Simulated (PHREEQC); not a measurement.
0.12 g of hydrous ferric oxide (600 m²/g; 0.2 weak and 0.005 strong sites per Fe, Dzombak-Morel constants, diffuse double layer) in 1 kg of water with 0.05 mol/kgw of an inert sodium salt and 0.00025 mol Na2SeO4, at 25 °C; the pH is set by adding NaOH or the inert anion's acid. Oxygen is held at 0.21 atm. No CO2 enters from the air. Precipitation was switched off in this run.

Base run: PHREEQC, ion-association model, wateq4f.dat. Each further column changes one thing. The table gives surface charge σ (C/m²).

```
pH     base  background salt from 0.05 to 0.005 mol/kgw  oxide from 0.12 to 0.6 g/kgw  0.0001 mol/kgw Na2SO4 added
---  ------  ------------------------------------------  ----------------------------  ---------------------------
4     0.095                                       0.032                         0.194                        0.086
4.5   0.090                                       0.030                         0.158                        0.082
5.5   0.069                                       0.023                             ?                        0.065
6     0.057                                       0.019                         0.064                        0.054
6.5   0.044                                       0.015                         0.046                            ?
7.5   0.016                                       0.006                         0.016                        0.016
8     0.003                                       0.001                         0.003                        0.003
8.5  -0.011                                      -0.004                        -0.011                       -0.011
9.5  -0.047                                      -0.019                        -0.047                       -0.047
10   -0.074                                      -0.032                        -0.074                            ?
```

**Question.** Some entries are withheld; supply them.

**Answer.** 
- 5.5, oxide from 0.12 to 0.6 g/kgw: 0.088
- 6.5, 0.0001 mol/kgw Na2SO4 added: 0.042
- 10, 0.0001 mol/kgw Na2SO4 added: -0.075
